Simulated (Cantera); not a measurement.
# Adiabatic ignition

An adiabatic, constant-volume homogeneous reactor starts with C₃H₈ : O₂ : N₂ = 1 : 9.09 : 34.2 (molar parts), at 1775 K and 500000 Pa.

Computed with Cantera and GRI-Mech 3.0 (53 species, 325 reactions). GRI-Mech 3.0 was tuned for natural gas; its chemistry of propane as a main component is partial and can be far from experiment.

| t (s) | T (K) | P (bar) | x C₃H₈ | x O₂ | x CO | x C₂H₂ | x CO₂ | x C₂H₄ |
|---|---|---|---|---|---|---|---|---|
| 2.00e-6 | 1781 | 5.10 | 0.00954 | 0.194 | 0.00280 | 0.000197 | 0.000270 | 0.0110 |
| 7.27e-6 | 2698 | 8.03 | <1e-12 | 0.0902 | 0.0240 | <1e-12 | 0.0402 | <1e-12 |
| 2.64e-5 | 2907 | 8.53 | <1e-12 | 0.0878 | 0.0140 | <1e-12 | 0.0510 | <1e-12 |
| 9.59e-5 | 2898 | 8.50 | <1e-12 | 0.0848 | 0.0138 | <1e-12 | 0.0513 | <1e-12 |
| 0.000348 | 2881 | 8.44 | <1e-12 | 0.0796 | 0.0134 | <1e-12 | 0.0517 | <1e-12 |
| 0.00126 | 2875 | 8.42 | <1e-12 | 0.0778 | 0.0133 | <1e-12 | 0.0519 | <1e-12 |
| 0.00459 | 2875 | 8.42 | <1e-12 | 0.0778 | 0.0133 | <1e-12 | 0.0519 | <1e-12 |
| 0.0167 | 2875 | 8.42 | <1e-12 | 0.0778 | 0.0133 | <1e-12 | 0.0519 | <1e-12 |
| 0.0606 | 2875 | 8.42 | <1e-12 | 0.0778 | 0.0133 | <1e-12 | 0.0519 | <1e-12 |
| 0.220 | 2875 | 8.42 | <1e-12 | 0.0778 | 0.0133 | <1e-12 | 0.0519 | <1e-12 |
| 0.800 | 2875 | 8.42 | <1e-12 | 0.0778 | 0.0133 | <1e-12 | 0.0519 | <1e-12 |
x: mole fraction; the columns are a selection and need not sum to one.

The time of steepest temperature rise comes out as 3.68 µs, the temperature at 0.800 s is 2875 K and the equilibrium temperature comes out as 2875 K. The x(C₃H₈) at 0.800 s comes out as <1e-12 (gas-phase equilibrium <1e-12), the x(O₂) at 0.800 s comes out as 0.0778 (gas-phase equilibrium 0.0778) and the x(CO) at 0.800 s is 0.0133 (gas-phase equilibrium 0.0133).
